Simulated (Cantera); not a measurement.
Input: 1 mol BN, 18 mol F₂, 1.2 mol N₂, at 1898 K and 0.490 bar.

Cantera equilibrium calculation (NASA polynomials, part measured and part estimated; ideal gas, pure solids and liquids). Candidate condensed phases: B, BN; 13 gas species. Rates play no part.

Base state: F 0.921, N₂ 0.0478, BF₃ 0.0281, F₂ 0.00334 (mole fractions); condensed: gas only.

Question: What changes in the equilibrium state with this change: temperature from 1898 K to 1000 K?

Answer: 
| species | before | after |
|---|---|---|
| F₂ | 0.00334 | 0.727 |
| F | 0.921 | 0.120 |
| N₂ | 0.0478 | 0.0698 |
| NF₃ | 6.47e-9 | 0.0327 |
| BF₃ | 0.0281 | 0.0507 |
